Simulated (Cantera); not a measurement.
An isothermal, constant-pressure homogeneous reactor starts with 43.5 % C2H6, 56.5 % N2, at 1900 K and 0.310 bar.

Cantera simulation using GRI-Mech 3.0 (53 species, 325 reactions); the numbers are that mechanism's predictions, not measurements. GRI-Mech 3.0 stops at C3 and has no aromatics, soot or wall deposition, so with more carbon than oxygen in the feed, carbon stays in small species such as C2H2 where larger ones or solid carbon would form.

Q: Predict: x(C2H6) at 1.00 s; x(C2H) at 1.00 s; x(HCN) at 1.00 s; x(H2) at 1.00 s; x(C2H2) at 1.00 s; x(CH3) at 1.00 s.

A: 
| Item | Value |
|---|---|
| x(C2H6) at 1.00 s | 4.53e-8 (gas-phase equilibrium 3.27e-8) |
| x(C2H) at 1.00 s | 6.38e-6 (gas-phase equilibrium 4.60e-6) |
| x(HCN) at 1.00 s | 1.80e-5 (gas-phase equilibrium 0.130) |
| x(H2) at 1.00 s | 0.463 (gas-phase equilibrium 0.463) |
| x(C2H2) at 1.00 s | 0.232 (gas-phase equilibrium 0.167) |
| x(CH3) at 1.00 s | 5.65e-5 (gas-phase equilibrium 4.80e-5) |
